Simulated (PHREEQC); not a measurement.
Dissolve 0.0049 mol/kgw BaCl2 and 7.7e-05 mol/kgw NaF at 25 °C. Closed to the air; pH follows from the charge balance.

Model: ion-association model, wateq4f.dat, run in PHREEQC.

No solid was allowed to form.

Question: Predict the pH.

Answer: pH 7.01.
